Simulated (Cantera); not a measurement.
A perfectly stirred reactor is fed with C₂H₆ : H₂ = 1 : 99 (molar parts), at 1.28 atm; it is held at 1175 K, and followed from long to short residence time.

Computed with Cantera and GRI-Mech 3.0 (53 species, 325 reactions). GRI-Mech 3.0 stops at C3 and has no aromatics, soot or wall deposition, so with more carbon than oxygen in the feed, carbon stays in small species such as C2H2 where larger ones or solid carbon would form.

Task: What does this change do: H2 99 to 460 parts?

Result: 
```json
[
 {"quantity": "x(C₂H₆) at τ = 0.940 s", "before": "0.00127", "after": "0.000276"},
 {"quantity": "x(H₂) at τ = 0.940 s", "before": "0.986", "after": "0.997"},
 {"quantity": "x(CH₃) at τ = 0.940 s", "before": "3.25e-7", "after": "7.17e-8"},
 {"quantity": "x(CH₄) at τ = 0.940 s", "before": "0.00887", "after": "0.00195"},
 {"quantity": "x(C₂H) at τ = 0.940 s", "before": "<1e-12", "after": "<1e-12"},
 {"quantity": "x(C₂H₆) at τ = 56.0 ms", "before": "0.00361", "after": "0.000793"},
 {"quantity": "x(H₂) at τ = 56.0 ms", "before": "0.989", "after": "0.998"},
 {"quantity": "x(CH₃) at τ = 56.0 ms", "before": "1.76e-7", "after": "3.73e-8"},
 {"quantity": "x(CH₄) at τ = 56.0 ms", "before": "0.00198", "after": "0.000426"},
 {"quantity": "x(C₂H) at τ = 56.0 ms", "before": "<1e-12", "after": "<1e-12"}
]
```

Task: What does this change do: temperature 1175 to 1800 K?

Result: 
| quantity | before | after |
|---|---|---|
| x(C₂H₆) at τ = 0.940 s | 0.00127 | 4.66e-7 |
| x(H₂) at τ = 0.940 s | 0.986 | 0.987 |
| x(CH₃) at τ = 0.940 s | 3.25e-7 | 4.16e-5 |
| x(CH₄) at τ = 0.940 s | 0.00887 | 0.00646 |
| x(C₂H) at τ = 0.940 s | <1e-12 | 1.79e-8 |
| x(C₂H₆) at τ = 56.0 ms | 0.00361 | 2.37e-6 |
| x(H₂) at τ = 56.0 ms | 0.989 | 0.985 |
| x(CH₃) at τ = 56.0 ms | 1.76e-7 | 6.05e-5 |
| x(CH₄) at τ = 56.0 ms | 0.00198 | 0.00903 |
| x(C₂H) at τ = 56.0 ms | <1e-12 | 1.51e-8 |
